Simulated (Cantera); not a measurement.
Charge: 1 mol NiS, 24 mol H₂, 52 mol N₂, at 1827 °C and 0.000640 bar.

These are equilibrium values from Cantera (NASA tables, ideal gas, pure condensed phases), not measurements of a reactor. Equilibrium is a limit: real reactors are often held back by kinetics, nucleation or transport.

| species | before | after |
|---|---|---|
| N₂ | 0.647 | 0.919 |
| H₂ | 0.266 | 0.0281 |
| H | 0.0635 | 0.0207 |
| S | 0.00820 | 0.0117 |
| Ni | 0.0124 | 0.0175 |
| H₂S | 0.000107 | 1.62e-5 |
| SH | 0.00159 | 0.000740 |
| S₂ | 0.00122 | 0.00250 |
| NiS | 9.14e-5 | 0.000185 |
Gas species are given as mole fractions.

**Question.** Which change was made?
(A) temperature from 1827 °C to 627 °C
(B) H₂ from 24 to 2.2 mol
(C) pressure from 0.000640 bar to 0.0133 bar
(D) pressure from 0.000640 bar to 0.100 bar

**Answer.** B, H₂ from 24 to 2.2 mol
